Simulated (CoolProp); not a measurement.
Computed with CoolProp (reference Helmholtz-energy equation of state, Bücker 2006).

Q: For ethane, give the phase and the cp (kJ/(kg K)), speed of sound (m/s), Joule-Thomson coefficient (K/MPa) at 230.3 K and 9.57 MPa; 230.3 K and 11.3 MPa.

A: 
- 230.3 K and 9.57 MPa: liquid; cp 2.59, speed of sound 1070, Joule-Thomson coefficient -0.298
- 230.3 K and 11.3 MPa: liquid; cp 2.57, speed of sound 1090, Joule-Thomson coefficient -0.314
